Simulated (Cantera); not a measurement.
An isothermal, constant-pressure homogeneous reactor starts with H2 : O2 : N2 = 1.2 : 1 : 0.57 (molar parts), equivalence ratio 0.60, at 848 K and 100.0 Torr.

Cantera simulation using the H2/O2 subset of GRI-Mech 3.0, which has no nitrogen chemistry; the numbers are that mechanism's predictions, not measurements. Radical loss at walls, strong at low pressure, is not modelled. Below about 950 K walls govern HO2 and H2O2 in real vessels. The temperature is held fixed by assumption; the heat of reaction is taken as removed at once.

x: mole fraction; the columns are a selection and need not sum to one.

```csv
t (s),x H2,x O2,x HO2,x H,x H2O
3.00e-6,0.433,0.361,<1e-12,<1e-12,<1e-12
1.02e-5,0.433,0.361,1.18e-12,1.09e-12,<1e-12
3.44e-5,0.433,0.361,4.38e-12,3.67e-12,<1e-12
0.000116,0.433,0.361,1.99e-11,1.52e-11,1.08e-11
0.000393,0.433,0.361,1.96e-10,1.38e-10,2.62e-10
0.00133,0.433,0.361,(withheld),3.59e-8,9.30e-8
0.00451,0.200,0.266,(withheld),0.000379,0.298
0.0152,0.195,0.264,(withheld),2.00e-8,0.304
0.0516,0.195,0.264,1.23e-5,1.55e-8,0.304
0.175,0.195,0.264,1.14e-5,1.70e-8,0.304
0.591,0.195,0.264,(withheld),2.43e-8,0.304
2.00,0.193,0.263,(withheld),6.29e-8,0.306
```

Q: What belongs in the gaps?

A: 
- 0.00133, x HO2: 5.31e-8
- 0.00451, x HO2: 0.000134
- 0.0152, x HO2: 3.25e-5
- 0.591, x HO2: 1.36e-5
- 2.00, x HO2: 2.17e-5
